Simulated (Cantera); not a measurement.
Chlorosilane synthesis and conversion: SiCl₄ + H₂ + Cl₂

Charge: 1 mol SiCl₄, 1.5 mol H₂, a varied amount of Cl₂, held at 625 °C and 1.00 bar.

Equilibrium computed with Cantera from the NASA thermochemical tables; the gas is ideal and each condensed phase is pure. Candidate condensed phases: Si; 19 gas species. The numbers say what is thermodynamically allowed, not how fast it happens.

```
n(Cl₂) (mol)  log p HCl  log p H₂  log p SiCl₄  log p Cl₂  log p SiHCl₃
------------  ---------  --------  -----------  ---------  ------------
0.5               -0.48     -0.48        -0.48       <-12         -3.04
0.7               -0.36     -0.60        -0.51     -11.76         -3.31
0.9               -0.28     -0.75        -0.53     -11.44         -3.56
1.1               -0.21     -0.95        -0.56     -11.12         -3.85
1.3               -0.16     -1.28        -0.58     -10.70         -4.25
1.5               -0.12     -5.94        -0.60      -5.95         -8.97
1.7               -0.15    -10.62        -0.62      -1.32          <-12
1.9               -0.17    -10.94        -0.64      -1.04          <-12
2.1               -0.19    -11.13        -0.66      -0.88          <-12
2.3               -0.20    -11.28        -0.68      -0.78          <-12
2.5               -0.22    -11.39        -0.70      -0.70          <-12
2.7               -0.24    -11.49        -0.72      -0.64          <-12
```
log p: log10 of the partial pressure in bar; nothing condenses.

From 0.5 mol Cl₂ to 2.7 mol Cl₂ nothing is condensed. The main Si-bearing gas is SiCl₄ throughout.
